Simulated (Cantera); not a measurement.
Input: 1 mol SiH₄, 0.83 mol NO, 1.8 mol H₂, held at 552 °C and 10.0 Torr.

Method: chemical equilibrium by Gibbs-energy minimisation in Cantera with the NASA 1993 tables (ideal gas, pure condensed phases). Candidate condensed phases: H₂O, Si, SiO₂, Si₂N₂O, Si₃N₄; 35 gas species. Rates play no part.

Base state: H₂ 0.993, N₂ 0.00653 (mole fractions); condensed: SiO₂(α-quartz) + Si₂N₂O(s).

### Question
What changes in the equilibrium state with this change: SiH₄ replaced by HMDSO?

### Answer
| species | before | after |
|---|---|---|
| H₂ | 0.993 | 0.988 |
| CH₄ | 0 | 0.0118 |
| N₂ | 0.00653 | <1e-9 |
| SiO₂(α-quartz), mol | 0.220 | 0.708 |
| Si₂N₂O(s), mol | 0.390 | 0.415 |
| C(graphite), mol | 0 | 5.41 |
| SiC(s), mol | 0 | 0.463 |
The feed counts by its element totals alone. Further candidate phases: C, C₆H₆, C₇H₈, C₈H₁₈, SiC.
